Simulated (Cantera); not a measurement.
Charge: 1 mol Fe, 2 mol NH₃, 53 mol N₂, equilibrated at 0.133 bar.

Cantera equilibrium calculation (NASA polynomials, part measured and part estimated; ideal gas, pure solids and liquids). Candidate condensed phases: Fe; 10 gas species. Equilibrium is a limit: real reactors are often held back by kinetics, nucleation or transport.

log p: log10 of the partial pressure in bar; n: condensed amount in mol.

| T (K) | log p N₂ | log p H₂ | log p Fe | log p H | log p NH₃ | log p N | log p NH₂ | n Fe(δ) | n Fe(l) |
|---|---|---|---|---|---|---|---|---|---|
| 1675 | -0.90 | -2.15 | [?] | -5.01 | -8.09 | -11.92 | -10.47 | 0.998 | 0 |
| 1700 | -0.90 | -2.15 | [?] | -4.91 | -8.12 | -11.70 | -10.39 | 0.997 | 0 |
| 1725 | -0.90 | -2.15 | [?] | -4.81 | -8.14 | -11.49 | -10.30 | 0.996 | 0 |
| 1750 | -0.90 | -2.15 | [?] | -4.71 | -8.17 | -11.28 | -10.23 | 0.994 | 0 |
| 1775 | -0.90 | -2.15 | [?] | -4.62 | -8.19 | -11.08 | -10.15 | 0.991 | 0 |
| 1800 | -0.90 | -2.15 | [?] | -4.52 | -8.22 | -10.89 | -10.07 | 0.987 | 0 |
| 1825 | -0.90 | -2.16 | [?] | -4.43 | -8.24 | -10.70 | -10.00 | 0 | 0.982 |
| 1850 | -0.90 | -2.16 | [?] | -4.35 | -8.26 | -10.51 | -9.93 | 0 | 0.975 |
| 1875 | -0.90 | -2.16 | [?] | -4.26 | -8.28 | -10.33 | -9.86 | 0 | 0.965 |
| 1900 | -0.90 | -2.16 | [?] | -4.18 | -8.30 | -10.15 | -9.79 | 0 | 0.952 |
| 1925 | -0.90 | -2.16 | [?] | -4.10 | -8.33 | -9.98 | -9.73 | 0 | 0.935 |
| 1950 | -0.90 | -2.16 | [?] | -4.02 | -8.35 | -9.82 | -9.67 | 0 | 0.912 |
| 1975 | -0.90 | -2.16 | [?] | -3.94 | -8.37 | -9.65 | -9.60 | 0 | 0.882 |
| 2000 | -0.90 | -2.16 | [?] | -3.87 | -8.39 | -9.49 | -9.54 | 0 | 0.844 |

Some entries are withheld; supply them.


- 1675, log p Fe: -5.38
- 1700, log p Fe: -5.20
- 1725, log p Fe: -5.03
- 1750, log p Fe: -4.86
- 1775, log p Fe: -4.69
- 1800, log p Fe: -4.53
- 1825, log p Fe: -4.38
- 1850, log p Fe: -4.23
- 1875, log p Fe: -4.09
- 1900, log p Fe: -3.95
- 1925, log p Fe: -3.82
- 1950, log p Fe: -3.69
- 1975, log p Fe: -3.56
- 2000, log p Fe: -3.44
